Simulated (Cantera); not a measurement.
Stirred combustor or abatement burner

A perfectly stirred reactor is fed with CH4 : CO : O2 : N2 = 1 : 0.43 : 1.85 : 6.94 (molar parts), equivalence ratio 1.2, at 1.01 bar; it is adiabatic with a 623 K inlet, and is followed from long to short residence time, starting on the burning branch (τ in s: 0.021, 0.0091, 0.0041, 0.0018, 0.0008, 0.00036, 0.00016, 7e-05, 3.1e-05, 1.4e-05, 6.1e-06).

Computed with Cantera and GRI-Mech 3.0 (53 species, 325 reactions).

```
τ (s)    T (K)     x CH4    x CO     x O2    x HO2      x NO   x CO2      x H
-------  -----  --------  ------  -------  -------  --------  ------  -------
0.021     2344   9.35e-6  0.0557  0.00189  4.80e-7  0.000810  0.0813  0.00320
0.0091    2320   1.64e-5  0.0567  0.00275  6.98e-7  0.000698  0.0800  0.00411
0.0041    2286   2.81e-5  0.0581  0.00397  1.02e-6  0.000567  0.0782  0.00538
0.0018    2240   5.01e-5  0.0599  0.00566  1.50e-6  0.000421  0.0759  0.00720
0.00080   2186   9.27e-5  0.0620  0.00774  2.19e-6  0.000292  0.0731  0.00946
0.00036   2127  0.000181  0.0644   0.0102  3.19e-6  0.000195  0.0699   0.0119
0.00016   2064  0.000391  0.0680   0.0136  4.90e-6  0.000127  0.0654   0.0138
7.0e-5    1991   0.00101  0.0749   0.0197  9.41e-6   7.56e-5  0.0570   0.0138
3.1e-5     623    0.0978  0.0421    0.181   <1e-12    <1e-12  <1e-12   <1e-12
1.4e-5     623    0.0978  0.0421    0.181   <1e-12    <1e-12  <1e-12   <1e-12
6.1e-6     623    0.0978  0.0421    0.181   <1e-12    <1e-12  <1e-12   <1e-12
```
x: mole fraction; the columns are a selection and need not sum to one.
